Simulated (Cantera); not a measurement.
A jet of 3.61 % CH4, 10.1 % O2, 86.3 % N2, equivalence ratio 0.72 at 300 K and 23.3 Torr hits a platinum plate 8.1 cm away at a mass flux of 0.047 kg/m²/s; the plate temperature is set and raised in steps from an oxygen-covered start.

Model: Deutschmann's 1995 Pt surface mechanism with GRI-Mech 3.0 gas chemistry, integrated in Cantera. Catalytic surfaces can have several steady states; this one follows from the mechanism file's or the stated starting coverage.

x: mole fraction at the wall; θ: surface coverage.

```json
[
 {"plate T (K)": "850", "wall x CH4": "0.0284", "wall x O2": "0.0842", "wall x H2O": "0.0143", "wall x OH": "(withheld)", "wall x CO": "9.19e-6", "wall x CO2": "0.00939", "θ free Pt": "0.203", "θ O*": "0.796"},
 {"plate T (K)": "900", "wall x CH4": "0.0232", "wall x O2": "0.0731", "wall x H2O": "0.0241", "wall x OH": "(withheld)", "wall x CO": "1.09e-5", "wall x CO2": "0.0158", "θ free Pt": "0.282", "θ O*": "0.717"},
 {"plate T (K)": "950", "wall x CH4": "0.0182", "wall x O2": "0.0625", "wall x H2O": "0.0333", "wall x OH": "(withheld)", "wall x CO": "1.22e-5", "wall x CO2": "0.0219", "θ free Pt": "0.366", "θ O*": "0.633"},
 {"plate T (K)": "1000", "wall x CH4": "0.0143", "wall x O2": "0.0542", "wall x H2O": "0.0405", "wall x OH": "(withheld)", "wall x CO": "1.33e-5", "wall x CO2": "0.0267", "θ free Pt": "0.450", "θ O*": "0.549"},
 {"plate T (K)": "1050", "wall x CH4": "0.0114", "wall x O2": "0.0481", "wall x H2O": "0.0457", "wall x OH": "(withheld)", "wall x CO": "1.47e-5", "wall x CO2": "0.0302", "θ free Pt": "0.530", "θ O*": "0.469"},
 {"plate T (K)": "1100", "wall x CH4": "0.00938", "wall x O2": "0.0439", "wall x H2O": "0.0493", "wall x OH": "(withheld)", "wall x CO": "1.67e-5", "wall x CO2": "0.0326", "θ free Pt": "0.604", "θ O*": "0.395"}
]
```

Question: Some entries are withheld; supply them.

Answer: 
- 850, wall x OH: 1.10e-8
- 900, wall x OH: 4.38e-8
- 950, wall x OH: 1.37e-7
- 1000, wall x OH: 3.72e-7
- 1050, wall x OH: 8.89e-7
- 1100, wall x OH: 1.91e-6
